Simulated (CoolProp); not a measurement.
Vapour-liquid equilibrium of R125 (1) + R134a (2) at 183 kPa; x and y are mole fractions of (1).

Values from CoolProp's multi-fluid Helmholtz-energy mixture model, Lemmon 2005 and Tillner-Roth 1994; pair parameters Lemmon 2004.

Question: Give the bubble temperature and the first vapour's composition at x = 0.05, 0.5, 0.95. Is there an azeotrope?

Answer: x = 0.05: 259.0 K, y = 0.113; x = 0.5: 246.7 K, y = 0.712; x = 0.95: 238.7 K, y = 0.979. No azeotrope shows between x = 0.05 and 0.95.

Pair parameters are fitted to limited data, so mixtures are less certain than the pure fluids.
